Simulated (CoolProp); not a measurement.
Properties of R1234yf at several states (Tc = 367.8 K, pc = 3384 kPa, ω = 0.276).

Model: reference Helmholtz-energy equation of state, Lemmon 2022, in CoolProp.

```csv
T (K),p (kPa),phase,Joule-Thomson coefficient (K/MPa),isothermal compressibility (1/MPa)
264.9,32.8,gas,26.55,30.82
359.7,2520,gas,17.13,0.8354
129.8,148,liquid,-0.4581,0.0006324
```
